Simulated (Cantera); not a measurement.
A closed system holds: 1 mol SiC, 0.033 mol CO2, 12 mol H2, at 0.00133 bar.

Method: chemical equilibrium by Gibbs-energy minimisation in Cantera with the NASA 1993 tables (ideal gas, pure condensed phases). Candidate condensed phases: C, C6H6, C7H8, C8H18, H2O, Si, SiC, SiO2; 123 gas species. Rates play no part.

Q: At 1673 K, list the 4 most abundant gas species with their mole fractions, and the condensed phases.

A: H2 0.991, CO 0.00412, H 0.00311, SiO 0.00134. Condensed: SiC(s).
